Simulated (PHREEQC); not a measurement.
Dissolve 0.02 mol NaOH, 0.00018 mol Na2SiO3 and 0.15 mol K3PO4 per kg of water at 25 °C and 10 atm. Closed to the air; pH follows from the charge balance.

The numbers come from PHREEQC with the ion-association model, phreeqc.dat.

Precipitation was switched off in this run.

**Question.** What pH does the model give?

**Answer.** pH 12.28.

**Question.** In which forms is P present?

**Answer.** PO4-3 92 %, HPO4-2 7.1 %, KHPO4- 1.0 % of the P.

Ionic strength above about 0.7 mol/kgw puts this run outside the model's range.
